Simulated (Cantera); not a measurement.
An isothermal, constant-pressure homogeneous reactor starts with 0.138 % CO, 1.18 % O2, 0.0227 % H2O, 98.7 % N2, equivalence ratio 0.058, at 1475 K and 100000 Pa.

Computed with Cantera and GRI-Mech 3.0 (53 species, 325 reactions).

x: mole fraction; the columns are a selection and need not sum to one.

```
t (s)         x CO    x O2     x H2O     x CO2       x H     x N2O    x H2O2
--------  --------  ------  --------  --------  --------  --------  --------
0.000500   0.00138  0.0118  0.000227   1.48e-8  8.37e-11  5.28e-12    <1e-12
0.00115    0.00138  0.0118  0.000227   4.23e-8  4.36e-10  2.71e-11    <1e-12
0.00266    0.00138  0.0118  0.000227   2.25e-7       [?]  2.09e-10    <1e-12
0.00613    0.00137  0.0118  0.000226   6.89e-6       [?]   7.05e-9  9.10e-12
0.0141    0.000876  0.0115  0.000200  0.000506       [?]   8.24e-7   2.05e-9
0.0326    0.000167  0.0112  0.000212   0.00121       [?]   1.61e-6   1.11e-9
0.0751     2.63e-5  0.0112  0.000221   0.00136       [?]   1.26e-6  2.57e-10
0.173      3.83e-6  0.0112  0.000224   0.00138       [?]   4.85e-7  6.55e-11
0.399      5.34e-7  0.0112  0.000226   0.00138       [?]   1.09e-7  1.93e-11
0.921      1.06e-7  0.0112  0.000226   0.00138       [?]   3.49e-8  7.36e-12
2.12       4.92e-8  0.0112  0.000226   0.00138  7.80e-10   2.09e-8  4.59e-12
4.90       4.40e-8  0.0112  0.000226   0.00138  7.04e-10   1.94e-8  4.29e-12
11.3       4.40e-8  0.0112  0.000226   0.00138  7.03e-10   1.93e-8  4.28e-12
26.0       4.40e-8  0.0112  0.000226   0.00138  7.03e-10   1.93e-8  4.28e-12
60.0       4.40e-8  0.0112  0.000226   0.00138  7.03e-10   1.93e-8  4.28e-12
```

Task: Some entries are withheld; supply them.

Result: 
- 0.00266, x H: 3.36e-9
- 0.00613, x H: 1.18e-7
- 0.0141, x H: 1.39e-5
- 0.0326, x H: 4.06e-6
- 0.0751, x H: 3.76e-7
- 0.173, x H: 4.44e-8
- 0.399, x H: 6.79e-9
- 0.921, x H: 1.58e-9
